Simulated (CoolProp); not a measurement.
A simple Rankine cycle with c-C4F8 (RC318): condensing at 288.15 K, boiler at 1.96 MPa, turbine inlet 499 K, turbine efficiency 0.7, pump efficiency 0.7, no recuperator. Each further row changes one setting.

The numbers come from the reference Helmholtz-energy equation of state, Platzer 1990 in CoolProp. This equation is an older, rougher fit; its heat capacities, sound speeds and derivatives of the liquid may be far off and weren't checked against measurements.

```
case                             thermal efficiency (%)  net work (kJ/kg)  heat in (kJ/kg)  turbine exit temperature (K)  volume ratio over the turbine
-------------------------------  ----------------------  ----------------  ---------------  ----------------------------  -----------------------------
as stated                                             …              27.0              294                             …                           8.84
condensing temperature 280.15 K                    10.1                 …              303                             …                              …
boiler pressure 1.37 MPa                            7.8                 …                …                         470.6                           6.08
turbine efficiency 0.6                              7.8              22.9              294                         467.9                           8.92
```

Task: Fill in the missing entries.

Result: 
- as stated, thermal efficiency (%): 9.2
- as stated, turbine exit temperature (K): 463.8
- condensing temperature 280.15 K, net work (kJ/kg): 30.6
- condensing temperature 280.15 K, turbine exit temperature (K): 459.9
- condensing temperature 280.15 K, volume ratio over the turbine: 11.7
- boiler pressure 1.37 MPa, net work (kJ/kg): 23.3
- boiler pressure 1.37 MPa, heat in (kJ/kg): 297
